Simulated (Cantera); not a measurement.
Feed: 1 mol SiH₄, 6.2 mol N₂, held at 3.00 mbar.

These are equilibrium values from Cantera (NASA tables, ideal gas, pure condensed phases), not measurements of a reactor. Candidate condensed phases: Si, Si₃N₄; 18 gas species. Kinetics and transport are ignored.

Over these rows the condensed part is Si₃N₄(s). Partial pressures as log10 of bar:

| T (K) | 1000/T (1/K) | log p Si | log p N₂ | log p H₂ |
|---|---|---|---|---|
| 1523 | 0.6566 | -8.73 | -2.66 | -3.10 |
| 1548 | 0.6460 | -8.34 | -2.66 | -3.10 |
| 1573 | 0.6357 | ? | -2.66 | -3.10 |
| 1598 | 0.6258 | -7.62 | -2.66 | -3.10 |
| 1623 | 0.6161 | -7.27 | -2.66 | -3.10 |
| 1648 | 0.6068 | -6.93 | -2.66 | -3.10 |

### Question
Fit log p(Si) = a + b·(1000/T) to the five rows, give the apparent enthalpy, and predict the row at 1573 K.

### Answer
Means: 1000/T = 0.6303, log p = -7.778. Sxy = -0.061714, Sxx = 0.0017123, so b = -36.04 and a = -7.778 − (-36.04)×0.6303 = 14.94.
Apparent enthalpy: −19.145 × (-36.04) = 690 kJ/mol. With the condensed phases at unit activity, 1/3 Si₃N₄(s) = Si(g) + 2/3 N₂(g) links this pressure to the main gases: over the six rows their terms move log p by +0.00 in all, so the slope is close to that reaction's ΔH°. The five rows lie within 0.01 of the line.
Prediction at 1573 K: 14.94 + (-36.04)×0.6357 = -7.97. The computed value is -7.98, 0.01 from the line.
